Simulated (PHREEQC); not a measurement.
Model water analysis in mg/kgw, 25 °C, pH 6.24, pe 11.9:

```
constituent         mg/kgw
------------------  ------
Na                     226
K                     76.2
Ca                     599
Mg                     256
Cl                    1570
S(6) as SO4            860
Alkalinity as HCO3     596
N(5) as NO3            3.3
Sr                    13.8
```

Valence states are taken as typed.

The numbers come from PHREEQC with the ion-association model, wateq4f.dat.

No solid was allowed to form.

Order these Ca species by the share of Ca that they hold, largest first: CaSO4, Ca+2, CaHCO3+.

Ca+2 (83 %), CaSO4 (13 %), CaHCO3+ (3.8 %)

The pH is 6.24 and the ionic strength 0.0852 mol/kgw.
